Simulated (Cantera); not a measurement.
A Cantera script and what it prints.

```python
import numpy as np
import cantera as ct

gas_names = """
    AL ALN ALO ALO2 AL2 AL2O AL2O2 N NO NO2 NO3 N2 N2O O O2 O3
""".split()
cond_names = """
    AL(cr) AL(L) ALN(s) AL2O3(a) AL2O3(L)
""".split()


# ... load() reads the species with a 1 bar reference pressure and builds the phases ...
atoms = {
    'Al': {'AL': 1},
    'N2O': {'N': 2, 'O': 1},
    'N2': {'N': 2},
}
top_T = {'ALN(s)': 2750}  # K; cautious upper limits of use, not melting points


# ... equilibrate(T, P, feed) seeds the gas with the atoms and calls Mixture.equilibrate('TP', solver="vcs", rtol=1e-11, max_steps=5000) ...
results = []
feed = {'Al': 1, 'N2O': 0.6, 'N2': 130}  # mol
P = 133.322  # Pa
for T in [1623, 1648, 1673, 1698, 1723, 1748, 1773, 1798, 1823, 1848, 1873, 1898, 1923]:
    mix = equilibrate(T, P, feed)
    results.append((T, P, feed, dict(zip(mix.species_names, mix.species_moles))))
    x = sorted(zip(gas.X, gas.species_names), reverse=True)
    print(f"T = {T:g} K  P = {P:g} Pa  gas = {mix.phase_moles(0):.4g} mol")
    print("   x: " + "  ".join(f"{s} {v:.3e}" for v, s in x if v > 1e-06))
    print("   condensed (mol): " + ("  ".join(f"{mix.phase(i).name} {mix.phase_moles(i):.4g}"
          for i in range(1, mix.n_phases) if mix.phase_moles(i) > 1e-12) or "none"))
```

It prints:

```
T = 1623 K  P = 133.322 Pa  gas = 130.3 mol
   x: N2 9.999e-01  AL 6.067e-05  AL2O 6.278e-06
   condensed (mol): ALN(s) 0.591  AL2O3(a) 0.1997
T = 1648 K  P = 133.322 Pa  gas = 130.3 mol
   x: N2 9.999e-01  AL 1.239e-04  AL2O 1.560e-05
   condensed (mol): ALN(s) 0.5811  AL2O3(a) 0.1993
T = 1673 K  P = 133.322 Pa  gas = 130.4 mol
   x: N2 9.997e-01  AL 2.477e-04  AL2O 3.771e-05
   condensed (mol): ALN(s) 0.5612  AL2O3(a) 0.1984
T = 1698 K  P = 133.322 Pa  gas = 130.4 mol
   x: N2 9.994e-01  AL 4.850e-04  AL2O 8.876e-05
   condensed (mol): ALN(s) 0.5213  AL2O3(a) 0.1961
T = 1723 K  P = 133.322 Pa  gas = 130.5 mol
   x: N2 9.989e-01  AL 9.312e-04  AL2O 2.037e-04
   condensed (mol): ALN(s) 0.443  AL2O3(a) 0.1911
T = 1748 K  P = 133.322 Pa  gas = 130.7 mol
   x: N2 9.978e-01  AL 1.755e-03  AL2O 4.562e-04
   condensed (mol): ALN(s) 0.2911  AL2O3(a) 0.1801
T = 1773 K  P = 133.322 Pa  gas = 131.2 mol
   x: N2 9.958e-01  AL 3.245e-03  AL2O 9.974e-04
   condensed (mol): AL2O3(a) 0.1564
T = 1798 K  P = 133.322 Pa  gas = 131.2 mol
   x: N2 9.957e-01  AL 3.276e-03  AL2O 9.738e-04
   condensed (mol): AL2O3(a) 0.1574
T = 1823 K  P = 133.322 Pa  gas = 131.2 mol
   x: N2 9.957e-01  AL 3.306e-03  AL2O 9.511e-04
   condensed (mol): AL2O3(a) 0.1584
T = 1848 K  P = 133.322 Pa  gas = 131.2 mol
   x: N2 9.957e-01  AL 3.336e-03  AL2O 9.290e-04
   condensed (mol): AL2O3(a) 0.1594
T = 1873 K  P = 133.322 Pa  gas = 131.2 mol
   x: N2 9.957e-01  AL 3.364e-03  AL2O 9.077e-04
   condensed (mol): AL2O3(a) 0.1603
T = 1898 K  P = 133.322 Pa  gas = 131.2 mol
   x: N2 9.957e-01  AL 3.391e-03  AL2O 8.870e-04  ALO 1.288e-06
   condensed (mol): AL2O3(a) 0.1612
T = 1923 K  P = 133.322 Pa  gas = 131.2 mol
   x: N2 9.957e-01  AL 3.418e-03  AL2O 8.670e-04  ALO 1.950e-06
   condensed (mol): AL2O3(a) 0.162
```

These are equilibrium values from Cantera (NASA tables, ideal gas, pure condensed phases), not measurements of a reactor. Mutual solubility and eutectic melting of coexisting phases are not modelled. Condensed phases not in the tables: aluminium oxynitride.
